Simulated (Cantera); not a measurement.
# Thermodynamics of boron, boron nitride and boron oxide, feed B2O3 + H2 + N2

Charge: 1 mol B2O3, 12 mol H2, 4.3 mol N2, at 2125 °C and 0.133 bar.

Method: chemical equilibrium by Gibbs-energy minimisation in Cantera with the NASA 1993 tables (ideal gas, pure condensed phases). Candidate condensed phases: B, BN, B2O3, B3O3H3, H2O; 39 gas species. The numbers say what is thermodynamically allowed, not how fast it happens.

* **x(H2)**: 0.618
* **x(N2)**: 0.242
* **x(H)**: 0.0339
* **x(HBO)**: 0.0302
* **x(HBO2)**: 0.0301
* **x(BO)**: 0.0173
* **x(B2O3)**: 0.0149
* **x(H2O)**: 0.0108
* **x(B2O2)**: 0.00245
* **gas amount**: 17.76 mol
* **log10 activity of B(l) (absent)**: -3.05
